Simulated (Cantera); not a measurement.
Feed: 1 mol C₆H₆, 0.025 mol O₂, 3.1 mol N₂, equilibrated at 927 °C and 84.0 bar.

Cantera equilibrium calculation (NASA polynomials, part measured and part estimated; ideal gas, pure solids and liquids). Candidate condensed phases: C, C₆H₆, C₇H₈, C₈H₁₈, H₂O; 136 gas species. The ideal-gas law is rough above about 30 bar. Equilibrium is a limit: real reactors are often held back by kinetics, nucleation or transport.

Base state: N₂ 0.567, H₂ 0.301, CH₄ 0.121, CO 0.00547, H₂O 0.00359, NH₃ 0.00200, CO₂ 4.75e-5, C₂H₆ 3.72e-5 (mole fractions); condensed: C(graphite).

**Question.** What changes in the equilibrium state with this change: O₂ from 0.025 to 1.1 mol?

**Answer.** 
| species | before | after |
|---|---|---|
| N₂ | 0.567 | 0.441 |
| H₂ | 0.301 | 0.220 |
| CO | 0.00547 | 0.158 |
| CO₂ | 4.75e-5 | 0.0396 |
| H₂O | 0.00359 | 0.0759 |
| CH₄ | 0.121 | 0.0645 |
| C₂H₆ | 3.72e-5 | 1.45e-5 |
| NH₃ | 0.00200 | 0.00110 |
| HCN | 3.08e-5 | 2.32e-5 |
| C(graphite), mol | 5.31 | 4.16 |
